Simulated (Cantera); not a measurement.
Feed: 1 mol SO2, at 3275 K and 2.33 Torr.

Method: chemical equilibrium by Gibbs-energy minimisation in Cantera with the NASA 1993 tables (ideal gas, pure condensed phases). Candidate condensed phases: S; 10 gas species. The numbers say what is thermodynamically allowed, not how fast it happens.

Base state: O 0.622, S 0.294, SO 0.0633, O2 0.0166, SO2 0.00263, S2 0.000959 (mole fractions); condensed: gas only.

What changes in the equilibrium state with this change: temperature from 3275 K to 648 K?


| species | before | after |
|---|---|---|
| SO2 | 0.00263 | 1.00 |
| O | 0.622 | <1e-9 |
| S | 0.294 | <1e-9 |
| SO | 0.0633 | <1e-9 |
| O2 | 0.0166 | <1e-9 |
| S2 | 0.000959 | <1e-9 |
